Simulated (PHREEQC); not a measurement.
A column of 0.1 m (40 cells, dispersivity 0.008 m, 720 s a shift, diffusion coefficient 3e-10 m²/s) holds 0.0076 eq of the database's cation exchanger X per kg of pore water, first in equilibrium with 0.002 mol NaCl and 1e-05 mol HCl per kg of water. It is flushed with 0.0078 mol/kgw MgCl2, 0.00023 mol/kgw PbCl2, 0.0026 mol/kgw SrCl2 and 1e-05 mol/kgw HCl, at 15 °C. Values are for the last cell. No CO2 enters from the air. Precipitation was switched off in this run.

The series has 31 steps of pore volumes, from 0 to 3.013.

Computed with PHREEQC (ion-association model, phreeqc.dat).

After how many pore volumes does Mg at the outlet first reach half of its feed value?

By 1.2 pore volumes.

After how many pore volumes does Sr at the outlet first reach half of its feed value?

By 1.5 pore volumes.

After how many pore volumes does Pb at the outlet first reach half of its feed value?

By 1.6 pore volumes.
